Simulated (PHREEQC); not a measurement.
Synthetic water in mmol/kgw, 25 °C, pH 6.45, pe 12: Na 0.0423; K 0.0167; Ca 0.0476; Mg 0.0106; Cl 0.0247; S(6) 0.0225; Alkalinity (meq/kgw) 0.106; Ni 0.00118; Cu(2) 3.63e-05; Ba 2.06e-05; O(0) (counted as O atoms) 0.000283.

Na is adjusted to close the charge balance.
Valence states are taken as typed.

Equilibrium calculation in PHREEQC: ion-association model, wateq4f.dat.

| Property | Result |
|---|---|
| ionic strength | 0.000257 mol/kgw |

| species | molality | activity | log γ |
|---|---|---|---|
| HCO3- | 0.000106 | 0.000104 | -0.008 |
| CO2 | 8.30e-5 | 8.30e-5 | 0.000 |
| Ca+2 | 4.74e-5 | 4.40e-5 | -0.032 |
| Na+ | 4.01e-5 | 3.94e-5 | -0.008 |
| Cl- | 2.47e-5 | 2.42e-5 | -0.008 |
| SO4-2 | 2.23e-5 | 2.07e-5 | -0.032 |
| K+ | 1.67e-5 | 1.64e-5 | -0.008 |
| Mg+2 | 1.05e-5 | 9.80e-6 | -0.032 |
| Ni+2 | 1.06e-6 | 9.85e-7 | -0.032 |
| H+ | 3.61e-7 | 3.55e-7 | -0.008 |
| CaSO4 | 1.82e-7 | 1.82e-7 | 0.000 |
| O2 | 1.41e-7 | 1.41e-7 | 0.000 |
| NiCO3 | 1.01e-7 | 1.01e-7 | 0.000 |
| CaHCO3+ | 5.95e-8 | 5.84e-8 | -0.008 |

This is a speciation only: nothing precipitates in the calculation. The database's constant for dissolved Cu(OH)2 is higher than later reviews accept.
